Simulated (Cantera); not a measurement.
## Diamond growth

A diamond (100) surface in a fixed gas of H2 with x(CH4) = 0.0064, x(H) = 0.0085, x(CH3) = 0.00033, at 1150 K; coverages are run to steady state.

Computed with Cantera and the Harris–Goodwin 1993 mechanism for the reconstructed diamond (100) surface.

```json
[
 {"P (Pa)": "970", "growth (µm/h)": "0.844", "θ c6HH": "0.472", "θ c6H*": "0.0329", "θ c6*H": "0.466", "θ c6**": "0.0235", "θ c6HM": "0.00287"},
 {"P (Pa)": "1600", "growth (µm/h)": "1.86", "θ c6HH": "0.471", "θ c6H*": "0.0329", "θ c6*H": "0.465", "θ c6**": "0.0234", "θ c6HM": "0.00408"},
 {"P (Pa)": "2600", "growth (µm/h)": "3.89", "θ c6HH": "0.471", "θ c6H*": "0.0328", "θ c6*H": "0.464", "θ c6**": "0.0234", "θ c6HM": "0.00543"},
 {"P (Pa)": "4200", "growth (µm/h)": "7.71", "θ c6HH": "0.470", "θ c6H*": "0.0328", "θ c6*H": "0.463", "θ c6**": "0.0233", "θ c6HM": "0.00682"},
 {"P (Pa)": "6800", "growth (µm/h)": "14.6", "θ c6HH": "0.469", "θ c6H*": "0.0327", "θ c6*H": "0.462", "θ c6**": "0.0233", "θ c6HM": "0.00810"},
 {"P (Pa)": "11000", "growth (µm/h)": "26.5", "θ c6HH": "0.468", "θ c6H*": "0.0328", "θ c6*H": "0.461", "θ c6**": "0.0232", "θ c6HM": "0.00916"},
 {"P (Pa)": "18000", "growth (µm/h)": "47.0", "θ c6HH": "0.467", "θ c6H*": "0.0328", "θ c6*H": "0.461", "θ c6**": "0.0232", "θ c6HM": "0.00999"},
 {"P (Pa)": "29000", "growth (µm/h)": "79.8", "θ c6HH": "0.467", "θ c6H*": "0.0330", "θ c6*H": "0.460", "θ c6**": "0.0233", "θ c6HM": "0.0106"}
]
```
θ: site fractions in the mechanism's names (c6HH fully hydrogenated, c6H* and c6*H radical sites, c6** diradical, c6HM methylated).
